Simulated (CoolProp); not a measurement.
Values from CoolProp's reference Helmholtz-energy equation of state, Lemmon 2006. It is a short technical equation, of lower accuracy than the large ones.

Q: For acetone, give the phase and the cp (kJ/(kg K)), expansivity (1/kK), fugacity coefficient at 259.5 K and 18.1 MPa; 294.5 K and 18.1 MPa.

A: 
- 259.5 K and 18.1 MPa: liquid; cp 2.04, expansivity 1.18, fugacity coefficient 0.000424
- 294.5 K and 18.1 MPa: liquid; cp 2.10, expansivity 1.24, fugacity coefficient 0.00242
